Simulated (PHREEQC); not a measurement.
**Buffer**

A solution holds 0.067 mol/kgw NH4Cl, 0.0026 mol/kgw NaF and 0.2 mol/kgw KHCO3, at 80 °C. Closed to the air; pH follows from the charge balance.

Equilibrium calculation in PHREEQC: ion-association model, phreeqc.dat.

This is a speciation only: nothing precipitates in the calculation.

### Question
What pH, activity of water does the model give?

### Answer
pH 7.36; activity of water 0.991.

### Question
In which forms is C present?

### Answer
HCO3- 93 %, CO2 6.0 % of the C.

Carbamate, which ammonia and carbonate form, is missing from the database. Constants without temperature data keep their 25 °C values here.
